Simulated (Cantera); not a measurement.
Feed: 1 mol Si, 1.8 mol NH3, 2.6 mol H2, at 650 K and 0.0133 bar.

Method: chemical equilibrium by Gibbs-energy minimisation in Cantera with the NASA 1993 tables (ideal gas, pure condensed phases). Candidate condensed phases: Si, Si3N4; 18 gas species. Equilibrium is a limit: real reactors are often held back by kinetics, nucleation or transport.

Base state: H2 0.958, N2 0.0421, NH3 4.80e-5 (mole fractions); condensed: Si3N4(s).

**Question.** What changes in the equilibrium state with this change: Si replaced by Al?

**Answer.** 
```csv
species,before,after
H2,0.958,0.930
N2,0.0421,0.0702
NH3,4.80e-5,5.93e-5
"Si3N4(s), mol",0.333,0
"AlN(s), mol",0,1.00
```
Further candidate phases: Al, AlN.

**Question.** What changes in the equilibrium state with this change: Si replaced by Fe?

**Answer.** 
```
species         before    after
-------------  -------  -------
H2               0.958    0.855
N2              0.0421    0.145
NH3            4.80e-5  7.52e-5
Si3N4(s), mol    0.333        0
Fe(α), mol           0     1.00
```
Further candidate phases: Fe.
